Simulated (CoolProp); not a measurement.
A closed Brayton cycle with carbon dioxide: compressor inlet 333.15 K and 8 MPa, high pressure 27.9 MPa, turbine inlet 840 K, compressor efficiency 0.8, turbine efficiency 0.9, recuperator effectiveness 0.9 (on enthalpy, no pinch check). Each further row changes one setting.

Model: reference Helmholtz-energy equation of state, Span 1996, in CoolProp.

```tsv
case	thermal efficiency (%)	net work (kJ/kg)	compressor to turbine work	compressor exit (K)	turbine exit (K)
as stated	31.3	82.9	0.49	449.7	690.7
turbine inlet 790 K	28.8	71.6	0.53	449.7	646.0
compressor inlet 343.15 K	29.5	75.7	0.54	465.6	690.7
high pressure 23.7 MPa	31.3	76.3	0.47	433.7	709.5
recuperator effectiveness 0.5	22.1	82.9	0.49	449.7	690.7
```
